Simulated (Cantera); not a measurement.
An isothermal plug-flow reactor at 475 K and 5.00 bar (inlet), inlet velocity 0.15 m/s, active area per volume 4900 1/m; feed H₂ : O₂ : N₂ : H₂O = 0.0024 : 0.03 : 0.79 : 0.072 (molar parts), equivalence ratio 0.040.

Detailed kinetics in Cantera: Deutschmann's 1995 Pt surface mechanism with GRI-Mech 3.0 gas chemistry. Catalytic surfaces can have several steady states; this one follows from the mechanism file's or the stated starting coverage. Mass transfer to the wall is taken as infinitely fast.

Task: What does this change do: temperature 475 to 975 K?

Result: 
```csv
quantity,before,after
x(H₂) at z = 0.0056 m,4.71e-6,1.83e-10
x(O₂) at z = 0.0056 m,0.0322,0.0322
x(H₂O) at z = 0.0056 m,0.0833,0.0833
θ(O*) at the exit,0.983,0.843
θ(OH*) at the exit,0.0166,0.0111
```

Task: What does this change do: pressure from 5.00 bar to 2.90 bar?

Result: 
| quantity | before | after |
|---|---|---|
| x(H₂) at z = 0.0056 m | 4.71e-6 | 4.71e-6 |
| x(O₂) at z = 0.0056 m | 0.0322 | 0.0322 |
| x(H₂O) at z = 0.0056 m | 0.0833 | 0.0833 |
| θ(O*) at the exit | 0.983 | 0.987 |
| θ(OH*) at the exit | 0.0166 | 0.0126 |
